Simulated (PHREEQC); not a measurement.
A solution holds 0.025 mol HCl, 0.17 mol CuSO4 and 0.02 mol Fe2(SO4)3 per kg of water, at 25 °C. Closed to the air; pH follows from the charge balance.

Equilibrium calculation in PHREEQC: ion-association model, wateq4f.dat.

| quantity | before | after |
|---|---|---|
| pH | 2.21 | 2.00 |
| ionic strength (mol/kgw) | 0.391 | 0.150 |
| SO4-2 (mol/kgw) | 0.0829 | 0.0268 |
| FeSO4+ (mol/kgw) | 0.0268 | 0.0299 |
| Cl- (mol/kgw) | 0.0233 | 0.0241 |
| HSO4- (mol/kgw) | 0.0164 | 0.0113 |
| SI of Fe(OH)3(a) (Fe(OH)3) | -2.31 | -2.52 |
| SI of Goethite (FeOOH) | +3.59 | +3.37 |

**Question.** Which change was made?
(A) HCl replaced by NaCl at the same molality
(B) HCl replaced by NiCl2 at the same molality
(C) CuSO4 from 0.17 to 0.034 mol/kgw
(D) CuSO4 left out

**Answer.** C, CuSO4 from 0.17 to 0.034 mol/kgw

This is a speciation only: nothing precipitates in the calculation. Some of these states are supersaturated (in Hematite (slow to form), Goethite (slow to form), for instance).
